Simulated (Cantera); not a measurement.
Charge: 1 mol SO2, 0.59 mol H2, at 1377 °C and 1500 Pa.

These are equilibrium values from Cantera (NASA tables, ideal gas, pure condensed phases), not measurements of a reactor. Candidate condensed phases: H2O, H2SO4, S; 19 gas species. Kinetics and transport are ignored.

Base state: SO2 0.498, H2O 0.341, S2 0.0756, H2 0.0558, SO 0.0220, H2S 0.00352, SH 0.00181, S2O 0.00173 (mole fractions); condensed: gas only.

What changes in the equilibrium state with this change: H2 from 0.59 to 0.44 mol?


```csv
species,before,after
SO2,0.498,0.587
H2O,0.341,0.282
S2,0.0756,0.0617
H2,0.0558,0.0404
SO,0.0220,0.0227
H2S,0.00352,0.00230
SH,0.00181,0.00139
H,0.000175,0.000149
```

What changes in the equilibrium state with this change: temperature from 1377 °C to 3227 °C?


| species | before | after |
|---|---|---|
| O | 1.24e-7 | 0.434 |
| H | 0.000175 | 0.285 |
| S | 0.000445 | 0.210 |
| SO2 | 0.498 | 0.00161 |
| H2O | 0.341 | 0.000244 |
| O2 | 3.44e-7 | 0.0116 |
| S2 | 0.0756 | 0.000836 |
| H2 | 0.0558 | 0.00350 |
| SO | 0.0220 | 0.0430 |
| H2S | 0.00352 | 7.14e-7 |
| S2O | 0.00173 | 2.73e-6 |
